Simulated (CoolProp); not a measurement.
Vapour-liquid equilibrium of R22 (1) + R134a (2) at 404 kPa; x and y are mole fractions of (1).

Model: multi-fluid Helmholtz-energy mixture model, Kamei 1995 and Tillner-Roth 1994; pair parameters Bell 2016, in CoolProp.

```json
[
 {"x": "0.05", "bubble temperature (°C)": "8.0", "y at the bubble point": "0.084", "dew temperature at overall composition x (°C)": "8.5", "liquid density (mol/L)": "12.51"},
 {"x": "0.125", "bubble temperature (°C)": "6.3", "y at the bubble point": "0.197", "dew temperature at overall composition x (°C)": "7.4", "liquid density (mol/L)": "12.69"},
 {"x": "0.2", "bubble temperature (°C)": "4.8", "y at the bubble point": "0.297", "dew temperature at overall composition x (°C)": "6.3", "liquid density (mol/L)": "12.88"},
 {"x": "0.275", "bubble temperature (°C)": "3.4", "y at the bubble point": "0.388", "dew temperature at overall composition x (°C)": "5.1", "liquid density (mol/L)": "13.06"},
 {"x": "0.35", "bubble temperature (°C)": "2.1", "y at the bubble point": "0.470", "dew temperature at overall composition x (°C)": "3.9", "liquid density (mol/L)": "13.25"},
 {"x": "0.425", "bubble temperature (°C)": "0.8", "y at the bubble point": "0.546", "dew temperature at overall composition x (°C)": "2.8", "liquid density (mol/L)": "13.44"},
 {"x": "0.5", "bubble temperature (°C)": "-0.3", "y at the bubble point": "0.616", "dew temperature at overall composition x (°C)": "1.6", "liquid density (mol/L)": "13.64"},
 {"x": "0.575", "bubble temperature (°C)": "-1.3", "y at the bubble point": "0.681", "dew temperature at overall composition x (°C)": "0.4", "liquid density (mol/L)": "13.84"},
 {"x": "0.65", "bubble temperature (°C)": "-2.3", "y at the bubble point": "0.743", "dew temperature at overall composition x (°C)": "-0.8", "liquid density (mol/L)": "14.04"},
 {"x": "0.725", "bubble temperature (°C)": "-3.2", "y at the bubble point": "0.802", "dew temperature at overall composition x (°C)": "-2.0", "liquid density (mol/L)": "14.25"},
 {"x": "0.8", "bubble temperature (°C)": "-4.1", "y at the bubble point": "0.858", "dew temperature at overall composition x (°C)": "-3.2", "liquid density (mol/L)": "14.46"},
 {"x": "0.875", "bubble temperature (°C)": "-5.0", "y at the bubble point": "0.912", "dew temperature at overall composition x (°C)": "-4.4", "liquid density (mol/L)": "14.68"},
 {"x": "0.95", "bubble temperature (°C)": "-5.8", "y at the bubble point": "0.965", "dew temperature at overall composition x (°C)": "-5.5", "liquid density (mol/L)": "14.91"}
]
```

No azeotrope shows between x = 0.05 and 0.95.

The pair parameters rest on a limited set of measurements; away from them the model extrapolates.
